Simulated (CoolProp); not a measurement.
Computed with CoolProp (reference Helmholtz-energy equation of state, Lemmon 2016).

For R227EA, give the phase and the Z, expansivity (1/kK), Prandtl number, fugacity coefficient at -42.85 °C and 1.01 bar.


- -42.85 °C and 1.01 bar: liquid; Z 0.00549, expansivity 1.95, Prandtl number 8.14, fugacity coefficient 0.268

Viscosity comes from a separate model (Huber 2003), an estimate that may be off by 10 % or more. Thermal conductivity comes from a separate model (Huber 2003), an estimate that may be off by 10 % or more.
